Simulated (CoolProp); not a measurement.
Vapour-liquid equilibrium of R141b (1) + n-pentane (2) at 0.0065 MPa; x and y are mole fractions of (1).

Computed with CoolProp (multi-fluid Helmholtz-energy mixture model, Lemmon 2006 and Thol 2019; pair parameters Bell 2016).

### Question
Give the bubble temperature and the first vapour's composition at x = 0.275, 0.5, 0.725. Is there an azeotrope?

### Answer
x = 0.275: -29.0 °C, y = 0.359; x = 0.5: -29.6 °C, y = 0.524; x = 0.725: -29.5 °C, y = 0.694. y crosses x between x = 0.575 and 0.65: the model has an azeotrope there.

The pair parameters rest on a limited set of measurements; away from them the model extrapolates.
